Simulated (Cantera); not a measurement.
Cantera with NASA thermochemical tables; ideal gases at 1 bar, condensed phases pure. Values are per mole of reaction as written; species without (g) are pure solids or liquids, kept so even where they would boil at 1 bar.

2 H2O(g) + 2 HBO2(g) + N2(g) = 6 OH(g) + 2 BN, with ΔH° = 1339.2 kJ and ΔS° = 83.5 J/K at 300 K.

How far is the shortcut ΔG° ≈ ΔH°(300 K) − T·ΔS°(300 K) from the full temperature-dependent value at 673, 873, 1073, 1273, 1473, 1673, 1873, 2073, 2273, 2473, 2673 K?


```tsv
T (K)	shortcut (kJ)	full (kJ)	difference (kJ)	difference in log10 K
673	1283.0	1276.8	6.2	-0.48
873	1266.3	1253.6	12.8	-0.76
1073	1249.6	1229.1	20.5	-1.00
1273	1232.9	1203.8	29.2	-1.20
1473	1216.2	1177.7	38.5	-1.36
1673	1199.5	1151.2	48.3	-1.51
1873	1182.8	1124.2	58.6	-1.63
2073	1166.1	1096.9	69.2	-1.74
2273	1149.4	1069.3	80.1	-1.84
2473	1132.7	1041.6	91.1	-1.92
2673	1116.0	1013.6	102.4	-2.00
```
The shortcut ignores the heat-capacity change of the reaction.
